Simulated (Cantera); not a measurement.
Input (Python, Cantera) and output of one run.

```python
import numpy as np
import cantera as ct

gas_names = """
    C CH CH2 CH3 CH2OH CH3O CH4 CH3OH CO CO2 COOH C2 C2H CHCO,ketyl C2H2,acetylene C2H2,vinylidene
    CH2CO,ketene C2H3,vinyl CH3CO,acetyl C2H4 C2H4O,ethylen CH3CHO,ethanal CH3COOH (HCOOH)2 C2H5 C2H6
    CH3OCH3 C2H5OH C2O C3 C3H3,propargyl C3H4,allene C3H4,propyne C3H4,cyclo- C3H5,allyl C3H6,propylene
    C3H6,cyclo- C3H6O C3H7,n-propyl C3H7,i-propyl C3H8 C3H8O,1propanol C3H8O,2propanol C3O2 C4 C4H2
    C4H4,1,3-cyclo- C4H6,butadiene C4H6,2-butyne C4H6,cyclo- C4H8,1-butene C4H8,cis2-buten
    C4H8,tr2-butene C4H8,isobutene C4H8,cyclo- (CH3COOH)2 C4H9,n-butyl C4H9,i-butyl C4H9,s-butyl
    C4H9,t-butyl C4H10,isobutane C4H10,n-butane C5 C5H6,1,3cyclo- C5H8,cyclo- C5H10,1-pentene
    C5H10,cyclo- C5H11,pentyl C5H11,t-pentyl C5H12,n-pentane C5H12,i-pentane CH3C(CH3)2CH3 C6H2
    C6H5,phenyl C6H5O,phenoxy C6H6 C6H5OH,phenol C6H10,cyclo- C6H12,1-hexene C6H12,cyclo- C6H13,n-hexyl
    C7H7,benzyl C7H8 C7H8O,cresol C7H14,1-heptene C7H15,n-heptyl C7H16,n-heptane C8H8,styrene
    C8H10,ethylbenz C8H16,1-octene C8H17,n-octyl C8H18,isooctane C8H18,n-octane C9H19,n-nonyl
    C10H8,naphthale C10H21,n-decyl C12H9,o-bipheny C12H10,bipheny H HCO HO2 H2 HCHO,formaldehy HCOOH H2O
    H2O2 O OH O2 O3
""".split()
cond_names = """
    C(gr) C6H6(L) C7H8(L) C8H18(L),n-octa H2O(s) H2O(L)
""".split()


def load(file, names, dense=False):
    # The tables refer to 1 bar. Condensed volumes are neglected.
    table = {s.name: s for s in ct.Species.list_from_file(file)}
    out = []
    for n in names:
        d = dict(table[n].input_data)
        d["thermo"] = dict(d["thermo"], **{"reference-pressure": 1e5})
        if dense:
            d["equation-of-state"] = {"model": "constant-volume", "density": "1e6 g/cm^3"}
        out.append(ct.Species.from_dict(d))
    return out


gas = ct.Solution(thermo="ideal-gas", species=load("nasa_gas.yaml", gas_names))
cond = {s.name: ct.Solution(thermo="fixed-stoichiometry", species=[s], name=s.name)
        for s in load("nasa_condensed.yaml", cond_names, dense=True)}
atoms = {
    'acetone': {'C': 3, 'H': 6, 'O': 1},
    'O2': {'O': 2},
}
top_T = {'C(gr)': 4500}  # K; cautious upper limits of use, not melting points


def equilibrate(T, P, feed):
    n = {}
    for name, mol in feed.items():
        for a, k in atoms[name].items():
            n[a] = n.get(a, 0.0) + k * mol
    gas.TPX = T, P, n
    mass = sum(n.values()) * gas.mean_molecular_weight
    gas.equilibrate("TP")
    valid = [c for c in cond.values() if c.min_temp <= T <= top_T.get(c.name, c.max_temp)]
    mix = ct.Mixture([(gas, mass / gas.mean_molecular_weight)] + [(c, 0.0) for c in valid])
    mix.T, mix.P = T, P
    mix.equilibrate("TP", solver="vcs", rtol=1e-11, max_steps=5000)
    return mix


results = []
feed = {'acetone': 1, 'O2': 0.072}  # mol
T = 2048.15  # K
for P in [10, 160, 2500, 40000, 630000, 10000000]:
    mix = equilibrate(T, P, feed)
    results.append((T, P, feed, dict(zip(mix.species_names, mix.species_moles))))

top = {s: max(r[3][s] / sum(r[3][g] for g in gas_names) for r in results) for s in gas_names}
cols = sorted((s for s in top if top[s] > 0.001), key=lambda s: -top[s])[:9]
seen = [c for c in cond_names if any(r[3].get(c, 0) > 1e-12 for r in results)]
print("log10 of partial pressures in bar; condensed amounts in mol")
print(f"{'P/Pa':>10s}" + "".join(f"{s[:9]:>10s}" for s in cols + seen))
for T, P, feed, n in results:
    ng = sum(n[g] for g in gas_names)
    print(f"{P:10.4g}" + "".join(f"{np.log10(max(n[s] / ng * P / 1e5, 1e-99)):10.3f}" for s in cols)
          + "".join(f"{n.get(c, 0):10.4g}" for c in seen))
```

Output:

```
log10 of partial pressures in bar; condensed amounts in mol
      P/Pa        H2        CO         H       CH4       H2O     C(gr)
        10    -4.239    -4.598    -4.769   -11.905   -12.849      1.85
       160    -2.961    -3.365    -4.130    -9.349   -10.339      1.85
      2500    -1.749    -2.164    -3.524    -6.924    -7.925      1.85
     4e+04    -0.540    -0.958    -2.920    -4.507    -5.510     1.849
   6.3e+05     0.657     0.241    -2.321    -2.112    -3.115     1.845
     1e+07     1.844     1.446    -1.727     0.262    -0.722     1.781
```

Cantera equilibrium calculation (NASA polynomials, part measured and part estimated; ideal gas, pure solids and liquids). The feed counts by its element totals alone. The ideal-gas law is rough above about 30 bar.
